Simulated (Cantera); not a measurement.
Charge: 1 mol BF3, 16 mol NH3, equilibrated at 75.0 Torr.

Cantera equilibrium calculation (NASA polynomials, part measured and part estimated; ideal gas, pure solids and liquids). Candidate condensed phases: B, BN; 31 gas species. Kinetics and transport are ignored. All values below are at 652 °C.

Base state: H2 0.724, N2 0.241, BF3 0.0279, HF 0.00710, NH3 3.01e-5 (mole fractions); condensed: BN(s).

Task: What changes in the equilibrium state with this change: BF3 replaced by B?

Result: 
```csv
species,before,after
H2,0.724,0.762
N2,0.241,0.238
NH3,3.01e-5,3.23e-5
BF3,0.0279,0
HF,0.00710,0
"BN(s), mol",0.0781,1.00
```
